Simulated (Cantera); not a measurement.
A Cantera script and its output.

```python
import numpy as np
import cantera as ct

gas = ct.Solution("h2o2.yaml")
gas.TPX = 1000, 2666, {'H2': 0.012, 'O2': 1, 'N2': 0.11}
reactor = ct.IdealGasConstPressureReactor(gas, energy="off", clone=False)
net = ct.ReactorNet([reactor])
net.rtol, net.atol = 1e-08, 1e-18
show = ['H2', 'O2', 'H', 'HO2', 'O']
times = np.geomspace(6e-06, 20, 13)

steps = ct.SolutionArray(gas, extra=["t"])
rows = []
print(f"{'t/s':>10s}{'T/K':>9s}{'P/Pa':>11s}" + "".join(f"{s:>11s}" for s in show))
for t in times:
    while net.time < t:
        t_next = net.step()
        steps.append(gas.state, t=t_next)
    rows.append([np.interp(t, steps.t, y) for y in (steps.T, steps.P, *steps(*show).X.T)])
    print(f"{t:10.3e}{rows[-1][0]:9.1f}{rows[-1][1]:11.4g}" + "".join(f"{x:11.3e}" for x in rows[-1][2:]))
rate = np.gradient(steps.T, steps.t)
print("integrator steps:", len(steps.t))
if steps.T.max() > steps.T[0] + 200:
    print(f"time of steepest temperature rise: {steps.t[rate.argmax()]:.4e} s")
gas.TPX = 1000, 2666, {'H2': 0.012, 'O2': 1, 'N2': 0.11}
gas.equilibrate("TP")
print(f"equilibrium (TP): T = {gas.T:.1f} K  " + "  ".join(f"{s} {gas[s].X[0]:.3e}" for s in show))
```

Output:

```
       t/s      T/K       P/Pa         H2         O2          H        HO2          O
 6.000e-06   1000.0       2666  1.070e-02  8.913e-01  1.064e-12  1.111e-12  4.516e-14
 2.098e-05   1000.0       2666  1.070e-02  8.913e-01  3.368e-12  3.893e-12  5.135e-13
 7.333e-05   1000.0       2666  1.070e-02  8.913e-01  8.916e-12  1.370e-11  5.071e-12
 2.564e-04   1000.0       2666  1.070e-02  8.913e-01  2.047e-11  4.858e-11  4.033e-11
 8.963e-04   1000.0       2666  1.070e-02  8.913e-01  9.220e-11  1.788e-10  3.986e-10
 3.133e-03   1000.0       2666  1.070e-02  8.913e-01  7.106e-09  1.965e-09  3.753e-08
 1.095e-02   1000.0       2666  2.851e-03  8.861e-01  1.213e-03  7.411e-06  3.944e-03
 3.830e-02   1000.0       2666  2.479e-05  8.892e-01  7.135e-05  2.403e-06  1.482e-03
 1.339e-01   1000.0       2666  2.959e-06  8.905e-01  3.571e-06  8.371e-07  2.082e-04
 4.681e-01   1000.0       2666  2.759e-07  8.907e-01  1.234e-07  1.963e-07  2.193e-05
 1.636e+00   1000.0       2666  2.616e-08  8.907e-01  4.931e-09  3.563e-08  2.538e-06
 5.721e+00   1000.0       2666  3.306e-09  8.907e-01  3.024e-10  6.656e-09  3.939e-07
 2.000e+01   1000.0       2666  5.877e-10  8.907e-01  2.728e-11  1.472e-09  7.930e-08
integrator steps: 1571
equilibrium (TP): T = 1000.0 K  H2 6.138e-12  O2 8.907e-01  H 3.466e-14  HO2 3.646e-10  O 9.148e-10
```

Model: the H2/O2 subset of GRI-Mech 3.0, which has no nitrogen chemistry, integrated in Cantera. Radical loss at walls, strong at low pressure, is not modelled.
